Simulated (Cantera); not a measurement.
An adiabatic, constant-pressure homogeneous reactor starts with CH₃OH : O₂ : N₂ = 1 : 1.61 : 6.06 (molar parts), equivalence ratio 0.93, at 1373 K and 1.50 bar. Integrator tolerance rtol = 1e-08.

Cantera simulation using GRI-Mech 3.0 (53 species, 325 reactions); the numbers are that mechanism's predictions, not measurements. GRI-Mech 3.0 was tuned for natural gas; its chemistry of methanol as a main component is partial and can be far from experiment.

Problem. What does this change do: CH3OH 1 to 1.4 parts?

Solution. 
```tsv
quantity	before	after
time of steepest temperature rise	0.607 ms	0.552 ms
temperature at 0.200 s	2671 K	2703 K
equilibrium temperature	2671 K	2703 K
x(CH₃OH) at 0.200 s	<1e-12 (gas-phase equilibrium <1e-12)	<1e-12 (gas-phase equilibrium <1e-12)
x(O₂) at 0.200 s	0.0245 (gas-phase equilibrium 0.0245)	0.00469 (gas-phase equilibrium 0.00469)
x(C₂H) at 0.200 s	<1e-12 (gas-phase equilibrium <1e-12)	<1e-12 (gas-phase equilibrium <1e-12)
x(H₂O) at 0.200 s	0.187 (gas-phase equilibrium 0.187)	0.218 (gas-phase equilibrium 0.218)
x(NO₂) at 0.200 s	2.94e-6 (gas-phase equilibrium 2.94e-6)	5.48e-7 (gas-phase equilibrium 5.48e-7)
```

Problem. What does this change do: CH3OH 1 to 0.54 parts?

Solution. 
```tsv
quantity	before	after
time of steepest temperature rise	0.607 ms	0.726 ms
temperature at 0.200 s	2671 K	2369 K
equilibrium temperature	2671 K	2369 K
x(CH₃OH) at 0.200 s	<1e-12 (gas-phase equilibrium <1e-12)	<1e-12 (gas-phase equilibrium <1e-12)
x(O₂) at 0.200 s	0.0245 (gas-phase equilibrium 0.0245)	0.0876 (gas-phase equilibrium 0.0876)
x(C₂H) at 0.200 s	<1e-12 (gas-phase equilibrium <1e-12)	<1e-12 (gas-phase equilibrium <1e-12)
x(H₂O) at 0.200 s	0.187 (gas-phase equilibrium 0.187)	0.122 (gas-phase equilibrium 0.122)
x(NO₂) at 0.200 s	2.94e-6 (gas-phase equilibrium 2.94e-6)	8.97e-6 (gas-phase equilibrium 8.98e-6)
```
